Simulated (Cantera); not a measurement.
Input: 1 mol Al, a varied amount of HBr, 13 mol N₂, held at 923 K and 1.00 bar.

Method: chemical equilibrium by Gibbs-energy minimisation in Cantera with the NASA 1993 tables (ideal gas, pure condensed phases). Candidate condensed phases: Al, AlBr₃, AlN, Br₂; 19 gas species. Kinetics and transport are ignored.

x: gas mole fraction; n: condensed amount in mol.

```tsv
n(HBr) (mol)	x N₂	x HBr	x H₂	x AlBr₃	x Al₂Br₆	x NH₃	x Br	n AlN(s)
2.3	0.863	0.0470	0.0542	0.0358	0.000148	1.18e-5	1.69e-7	0.465
4	…	…	0.0869	0.0572	…	…	…	…
5.7	…	…	0.0824	0.0543	…	…	…	0
7.4	0.653	0.221	0.0754	0.0497	0.000284	1.69e-5	6.75e-7	0
9.1	0.602	0.282	0.0694	0.0458	0.000241	1.43e-5	8.99e-7	0
11	0.553	0.340	0.0638	0.0422	0.000204	1.21e-5	1.13e-6	0
13	0.510	0.392	0.0588	0.0389	0.000174	1.03e-5	1.36e-6	0
14	0.491	0.415	0.0566	0.0374	0.000161	9.53e-6	1.46e-6	0
```

Problem. Some entries are withheld; supply them.

Solution. 
- 4, x N₂: 0.787
- 4, x HBr: 0.0686
- 4, x Al₂Br₆: 0.000376
- 4, x NH₃: 2.30e-5
- 4, x Br: 1.95e-7
- 4, n AlN(s): 0.0436
- 5.7, x N₂: 0.715
- 5.7, x HBr: 0.148
- 5.7, x Al₂Br₆: 0.000338
- 5.7, x NH₃: 2.02e-5
- 5.7, x Br: 4.33e-7
